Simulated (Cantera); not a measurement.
A closed system holds: 1 mol trisilylamine, 38 mol N2, 5.2 mol NH3, at 10.0 Torr.

These are equilibrium values from Cantera (NASA tables, ideal gas, pure condensed phases), not measurements of a reactor. Candidate condensed phases: Si, Si3N4; 18 gas species. The feed counts by its element totals alone. The tables' values for SiN are old estimates; treat these amounts as uncertain. Gases not in the tables: Si2H6 and higher silanes. Kinetics and transport are ignored.

x: gas mole fraction; n: condensed amount in mol.

```tsv
T (K)	x N2	x H2	x Si	x H	x SiH	n Si3N4(s)	n Si(l)
773	0.761	0.239	<1e-12	3.84e-12	<1e-12	1.00	0
973	0.761	0.239	<1e-12	4.58e-9	<1e-12	1.00	0
1173	0.761	0.239	<1e-12	5.00e-7	<1e-12	1.00	0
1373	0.761	0.239	1.31e-10	1.41e-5	…	1.00	0
1573	0.761	0.239	2.87e-7	0.000172	…	1.000	0
1773	0.760	0.238	0.000108	0.00120	…	0.998	0
1973	0.766	0.226	0.00237	0.00556	…	0	2.85
2173	0.745	0.213	0.0212	0.0193	…	0	1.68
```

Question: Fill in the missing entries.

Answer: 
- 1373, x SiH: 4.21e-11
- 1573, x SiH: 3.90e-8
- 1773, x SiH: 7.52e-6
- 1973, x SiH: 9.40e-5
- 2173, x SiH: 0.000528
